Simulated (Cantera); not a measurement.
Charge: 1 mol Al(CH3)3, a varied amount of N2O, 13 mol H2, equilibrated at 1050 K and 7.50 Torr.

These are equilibrium values from Cantera (NASA tables, ideal gas, pure condensed phases), not measurements of a reactor. Candidate condensed phases: Al, AlN, Al2O3, C, C6H6, C7H8, C8H18, H2O; 148 gas species. The feed counts by its element totals alone. Mutual solubility and eutectic melting of coexisting phases are not modelled. Kinetics and transport are ignored.

x: gas mole fraction; n: condensed amount in mol.

| n(N2O) (mol) | x H2 | x N2 | x H2O | x CO | x CO2 | x O2 | n AlN(s) | n Al2O3(s) | n C(graphite) |
|---|---|---|---|---|---|---|---|---|---|
| 1.3 | 0.934 | 0.0659 | 7.64e-8 | 4.51e-5 | 4.35e-12 | <1e-12 | 0.134 | 0.433 | 2.99 |
| 4.7 | 0.688 | 0.187 | 0.00661 | 0.118 | 0.00133 | <1e-12 | 0 | 0.500 | 0 |
| 8.1 | 0.507 | 0.283 | 0.105 | 0.0843 | 0.0206 | <1e-12 | 0 | 0.500 | 0 |
| 12 | 0.344 | 0.369 | 0.194 | 0.0555 | 0.0368 | <1e-12 | 0 | 0.500 | 0 |
| 15 | … | … | … | … | … | <1e-12 | 0 | 0.500 | 0 |
| 18 | … | … | … | … | … | <1e-12 | 0 | 0.500 | 0 |
| 22 | 0.0614 | 0.518 | 0.350 | 0.00915 | 0.0614 | <1e-12 | 0 | 0.500 | 0 |
| 25 | 1.54e-6 | 0.549 | 0.385 | 2.24e-7 | 0.0659 | 8.18e-7 | 0 | 0.500 | 0 |
| 29 | 6.24e-9 | 0.563 | 0.340 | 9.08e-10 | 0.0583 | 0.0388 | 0 | 0.500 | 0 |

### Question
Complete the blanks.

### Answer

- 18, x H2: 0.158
- 18, x N2: 0.468
- 18, x H2O: 0.297
- 18, x CO: 0.0242
- 18, x CO2: 0.0537
- 15, x H2: 0.243
- 15, x N2: 0.423
- 15, x H2O: 0.250
- 15, x CO: 0.0383
- 15, x CO2: 0.0462
